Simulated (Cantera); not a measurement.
## Thermodynamics of boron, boron nitride and boron oxide, feed BF3 + H2 + H2O

A closed system holds: 1 mol BF3, 39 mol H2, 3.5 mol H2O, at 0.00170 bar.

Method: chemical equilibrium by Gibbs-energy minimisation in Cantera with the NASA 1993 tables (ideal gas, pure condensed phases). Candidate condensed phases: B, B2O3, B3O3H3, H2O; 43 gas species. Rates play no part.

```tsv
T (K)	log p H2	log p H	log p HF	log p H2O	log p BOF	n B2O3(l)
1123	-2.82	-8.78	-4.04	-4.06	-5.03	0.269
1273	-2.83	-7.56	-4.07	-4.06	-4.54	0
1423	-2.83	-6.59	-4.07	-4.06	-4.54	0
1573	-2.83	-5.80	-4.06	-4.07	-4.55	0
1723	-2.83	-5.15	-4.06	-4.07	-4.56	0
1873	-2.83	-4.61	-4.06	-4.07	-4.57	0
2023	-2.85	-4.15	-4.06	-4.08	-4.59	0
2173	-2.88	-3.76	-4.07	-4.10	-4.64	0
2323	-2.94	-3.43	-4.08	-4.14	-4.73	0
2473	-3.06	-3.18	-4.11	-4.24	-4.87	0
```
log p: log10 of the partial pressure in bar; n: condensed amount in mol.

At 1123 K the condensed part is B2O3(l). From 1273 K to 2473 K nothing is condensed. The main B-bearing gas is BOF throughout.
